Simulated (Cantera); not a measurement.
A closed system holds: 1 mol B, 8.6 mol O2, 2.2 mol H2, equilibrated at 2250 K and 13.3 mbar.

Method: chemical equilibrium by Gibbs-energy minimisation in Cantera with the NASA 1993 tables (ideal gas, pure condensed phases). Rates play no part.

```csv
species,before,after
H2,0.00276,0.656
HBO2,0.0756,0.109
B2O3,0.00506,0.0798
O2,0.671,2.02e-7
H2O,0.168,0.0220
HBO,1.49e-5,0.0389
O,0.0262,1.44e-5
BO,0.000213,0.0360
OH,0.0310,0.000262
H,0.00338,0.0521
BO2,0.0168,0.00156
B2O2,1.57e-7,0.00451
```
Gas species are given as mole fractions.

Problem. Which change was made?
(A) O2 from 8.6 to 0.8 mol
(B) pressure from 13.3 mbar to 0.100 bar
(C) temperature from 2250 K to 2123.15 K
(D) temperature from 2250 K to 1798 K

Solution. A, O2 from 8.6 to 0.8 mol
